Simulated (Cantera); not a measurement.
What does this Cantera script print?

```python
import numpy as np
import cantera as ct

gas = ct.Solution("gri30.yaml")
gas.TPX = 325, 620000, {'C2H6': 1, 'O2': 7, 'N2': 26.3, 'H2O': 0.095}
inlet = ct.Reservoir(gas, clone=True)
gas.equilibrate("HP")  # start burning
reactor = ct.IdealGasConstPressureReactor(gas, energy="on", clone=False)
exhaust = ct.Reservoir(gas, clone=True)
tau = [0.17, 0.065, 0.025, 0.0097, 0.0038, 0.0015, 0.00056, 0.00022, 8.5e-05, 3.3e-05, 1.3e-05][0]
for a, b in ((inlet, reactor), (reactor, exhaust)):
    ct.MassFlowController(a, b, mdot=lambda t: reactor.mass / tau)
net = ct.ReactorNet([reactor])
show = ['C2H6', 'O2', 'CO', 'C2H', 'CH4']

rows = []
print(f"{'tau/s':>10s}{'T/K':>9s}" + "".join(f"{s:>11s}" for s in show))
for tau in [0.17, 0.065, 0.025, 0.0097, 0.0038, 0.0015, 0.00056, 0.00022, 8.5e-05, 3.3e-05, 1.3e-05]:
    net.initial_time = 0.0
    net.advance(30 * tau)
    before = gas.X
    net.advance(40 * tau)
    drift = np.max(np.abs(gas.X - before) / (gas.X + 1e-9))
    rows.append([gas.T, *gas[show].X, drift])
    print(f"{tau:10.3e}{gas.T:9.1f}" + "".join(f"{x:11.3e}" for x in gas[show].X))
```

Output:

```
     tau/s      T/K       C2H6         O2         CO        C2H        CH4
 1.700e-01   1521.8  1.699e-06  1.004e-01  1.479e-04  8.935e-11  1.209e-07
 6.500e-02   1520.0  3.427e-06  1.005e-01  2.989e-04  1.742e-10  2.209e-07
 2.500e-02   1516.6  6.927e-06  1.007e-01  6.077e-04  3.150e-10  4.353e-07
 9.700e-03   1509.7  1.434e-05  1.011e-01  1.264e-03  5.147e-10  9.597e-07
 3.800e-03   1493.8  3.261e-05  1.021e-01  2.847e-03  7.077e-10  2.688e-06
 1.500e-03    325.0  2.907e-02  2.035e-01 -3.088e-15 -5.091e-55 -1.367e-17
 5.600e-04    325.0  2.907e-02  2.035e-01  1.005e-18  7.769e-61  4.449e-21
 2.200e-04    325.0  2.907e-02  2.035e-01  5.888e-20 -2.434e-61  2.607e-22
 8.500e-05    325.0  2.907e-02  2.035e-01  3.720e-21 -1.793e-63  1.647e-23
 3.300e-05    325.0  2.907e-02  2.035e-01  2.349e-22 -1.564e-65  1.040e-24
 1.300e-05    325.0  2.907e-02  2.035e-01  1.484e-23  7.704e-69  6.571e-26
```

Cantera simulation using GRI-Mech 3.0 (53 species, 325 reactions); the numbers are that mechanism's predictions, not measurements.
